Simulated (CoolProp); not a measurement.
Properties of ammonia along the isotherm 305.55 °C.

The numbers come from the reference Helmholtz-energy equation of state, Gao 2020 in CoolProp.

```json
[
 {"p (MPa)": "11.1", "phase": "gas", "cp (kJ/(kg K))": "3.127", "Joule-Thomson coefficient (K/MPa)": "3.385", "conductivity (mW/(m K))": "74.7"},
 {"p (MPa)": "22.2", "phase": "supercritical", "cp (kJ/(kg K))": "3.798", "Joule-Thomson coefficient (K/MPa)": "2.838", "conductivity (mW/(m K))": "90.4"},
 {"p (MPa)": "33.3", "phase": "supercritical", "cp (kJ/(kg K))": "4.435", "Joule-Thomson coefficient (K/MPa)": "2.154", "conductivity (mW/(m K))": "113"},
 {"p (MPa)": "44.4", "phase": "supercritical", "cp (kJ/(kg K))": "4.744", "Joule-Thomson coefficient (K/MPa)": "1.499", "conductivity (mW/(m K))": "140"},
 {"p (MPa)": "55.6", "phase": "supercritical", "cp (kJ/(kg K))": "4.749", "Joule-Thomson coefficient (K/MPa)": "1.005", "conductivity (mW/(m K))": "166"},
 {"p (MPa)": "66.7", "phase": "supercritical", "cp (kJ/(kg K))": "4.644", "Joule-Thomson coefficient (K/MPa)": "0.6807", "conductivity (mW/(m K))": "189"},
 {"p (MPa)": "77.8", "phase": "supercritical", "cp (kJ/(kg K))": "4.524", "Joule-Thomson coefficient (K/MPa)": "0.4660", "conductivity (mW/(m K))": "210"},
 {"p (MPa)": "88.9", "phase": "supercritical", "cp (kJ/(kg K))": "4.414", "Joule-Thomson coefficient (K/MPa)": "0.3179", "conductivity (mW/(m K))": "229"},
 {"p (MPa)": "100", "phase": "supercritical", "cp (kJ/(kg K))": "4.320", "Joule-Thomson coefficient (K/MPa)": "0.2116", "conductivity (mW/(m K))": "245"}
]
```

Thermal conductivity comes from a separate model (Tufeu 1984).
